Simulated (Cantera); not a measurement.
Feed: 1 mol Si, 2.7 mol HCl, 5.1 mol H2, at 0.810 bar.

Equilibrium computed with Cantera from the NASA thermochemical tables; the gas is ideal and each condensed phase is pure. Candidate condensed phases: Si; 19 gas species. The numbers say what is thermodynamically allowed, not how fast it happens.

Q: At 600 K, list the 6 most abundant gas species with their mole fractions, and the condensed phases.

A: H2 0.892, SiCl4 0.0622, SiHCl3 0.0438, SiH2Cl2 0.00154, HCl 3.49e-5, SiH3Cl 1.06e-5. Condensed: Si(s).
